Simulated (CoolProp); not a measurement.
Vapour-liquid equilibrium of ethanol (1) + isohexane (2) at 183.95 °C; x and y are mole fractions of (1).

Model: multi-fluid Helmholtz-energy mixture model, Schroeder 2014 and Lemmon 2006; pair parameters Bell 2016, in CoolProp.

| x | bubble pressure, mixture model (MPa) | bubble pressure, Raoult's law (MPa) | y, mixture model | y, Raoult's law |
|---|---|---|---|---|
| 0.05 | 1.827 | 1.660 | 0.106 | 0.065 |
| 0.125 | 2.061 | 1.699 | ___ | 0.159 |
| 0.2 | 2.242 | 1.738 | 0.309 | 0.248 |
| 0.275 | ___ | 1.777 | 0.377 | 0.333 |
| 0.35 | 2.478 | 1.816 | 0.435 | 0.415 |
| 0.425 | 2.548 | 1.855 | ___ | 0.494 |
| 0.5 | 2.590 | 1.894 | 0.536 | 0.569 |
| 0.575 | 2.609 | 1.933 | 0.583 | 0.641 |
| 0.65 | 2.604 | 1.972 | 0.631 | 0.710 |
| 0.725 | 2.574 | 2.011 | 0.683 | 0.777 |
| 0.8 | 2.516 | 2.050 | ___ | 0.841 |
| 0.875 | 2.422 | 2.089 | 0.817 | 0.902 |
| 0.95 | 2.281 | 2.128 | 0.914 | 0.962 |

**Question.** Some entries are withheld; supply them.

**Answer.** 
- 0.125, y, mixture model: 0.223
- 0.275, bubble pressure, mixture model (MPa): 2.378
- 0.425, y, mixture model: 0.487
- 0.8, y, mixture model: 0.743

The largest gap from Raoult's law is +37.4 % in bubble pressure, at x = 0.425. y crosses x between x = 0.575 and 0.65: the model has an azeotrope there.

The pair parameters rest on a limited set of measurements; away from them the model extrapolates.
